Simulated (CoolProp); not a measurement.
The numbers come from the reference Helmholtz-energy equation of state, Akasaka 2019 in CoolProp.

Task: Give the vapour pressure (MPa), liquid density (kg/m³), vapour density (kg/m³), enthalpy of vaporisation (kJ/kg) of saturated R1234ze(Z) at 78.75, 83.35, 97.35 °C.

Result: 
| T (°C) | p (MPa) | liquid density (kg/m³) | vapour density (kg/m³) | enthalpy of vaporisation (kJ/kg) |
|---|---|---|---|---|
| 78.75 | 0.834 | 1060 | 40.8 | 166 |
| 83.35 | 0.930 | 1050 | 45.9 | 162 |
| 97.35 | 1.27 | 992 | 64.9 | 147 |
